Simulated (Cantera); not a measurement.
# Moist CO burnout

An isothermal, constant-pressure homogeneous reactor starts with CO : O₂ : H₂O : N₂ = 0.0019 : 0.012 : 0.0058 : 1 (molar parts), at 1298 K and 0.880 bar.

Computed with Cantera and GRI-Mech 3.0 (53 species, 325 reactions).

```
t (s)        x CO    x O₂    x H₂O     x NO     x CO₂     x HO₂
--------  -------  ------  -------  -------  --------  --------
3.00e-6   0.00186  0.0118  0.00569   <1e-12  1.20e-11    <1e-12
2.14e-5   0.00186  0.0118  0.00569   <1e-12  8.59e-11  4.95e-12
0.000152  0.00186  0.0118  0.00569   <1e-12  6.52e-10  3.64e-11
0.00109   0.00186  0.0118  0.00569   <1e-12   1.63e-8   1.08e-9
0.00775   0.00109  0.0113  0.00559  1.22e-8  0.000775   1.67e-6
0.0552    2.02e-5  0.0109  0.00568  6.15e-8   0.00184   1.44e-7
0.394     1.90e-7  0.0108  0.00569  6.75e-8   0.00186   4.46e-9
2.81      3.38e-9  0.0108  0.00569  6.85e-8   0.00187  9.86e-10
20.0      2.82e-9  0.0108  0.00569  6.88e-8   0.00187  9.20e-10
```
x: mole fraction; the columns are a selection and need not sum to one.

Equilibrium at this temperature and pressure: CO 2.83e-9, O₂ 0.0108, H₂O 0.00569, NO 9.94e-5, CO₂ 0.00187, HO₂ 9.17e-10 (gas phase only).
